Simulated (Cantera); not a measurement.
## Thermodynamics of silicon etching in halogen gases, feed Si + Br₂ + H₂

Feed: 1 mol Si, 9.1 mol Br₂, 10 mol H₂, equilibrated at 1.65 Torr.

Method: chemical equilibrium by Gibbs-energy minimisation in Cantera with the NASA 1993 tables (ideal gas, pure condensed phases). Candidate condensed phases: Br₂, Si; 19 gas species. The tables' values for SiBr₃ are old estimates; treat these amounts as uncertain. Kinetics and transport are ignored.

| T (K) | x HBr | x H₂ | x SiBr₄ | x SiBr₂ | x Br | x SiBr₃ | x SiHBr₃ |
|---|---|---|---|---|---|---|---|
| 773 | 0.785 | 0.160 | 0.0552 | 9.31e-10 | 7.63e-7 | 1.48e-7 | 3.87e-6 |
| 823 | 0.785 | 0.160 | 0.0552 | 1.34e-8 | 3.18e-6 | 7.57e-7 | 7.54e-6 |
| 873 | 0.785 | 0.160 | 0.0552 | 1.41e-7 | 1.13e-5 | 3.21e-6 | 1.36e-5 |
| 923 | 0.785 | 0.160 | 0.0552 | 1.14e-6 | 3.50e-5 | 1.16e-5 | 2.29e-5 |
| 973 | 0.784 | 0.160 | 0.0552 | 7.40e-6 | 9.68e-5 | 3.66e-5 | 3.65e-5 |
| 1023 | 0.784 | 0.160 | 0.0550 | 3.98e-5 | 0.000243 | 0.000103 | 5.54e-5 |
| 1073 | 0.784 | 0.160 | 0.0547 | 0.000181 | 0.000559 | 0.000261 | 8.04e-5 |
| 1123 | 0.784 | 0.159 | 0.0537 | 0.000708 | 0.00120 | 0.000600 | 0.000111 |
| 1173 | 0.785 | 0.158 | 0.0513 | 0.00236 | 0.00242 | 0.00124 | 0.000144 |
| 1223 | 0.787 | 0.153 | 0.0458 | 0.00647 | 0.00467 | 0.00222 | 0.000166 |
| 1273 | 0.792 | 0.146 | 0.0366 | 0.0141 | 0.00871 | 0.00330 | 0.000163 |
x: gas mole fraction; nothing condenses.

From 773 K to 1273 K nothing is condensed. The main Si-bearing gas is SiBr₄ throughout.
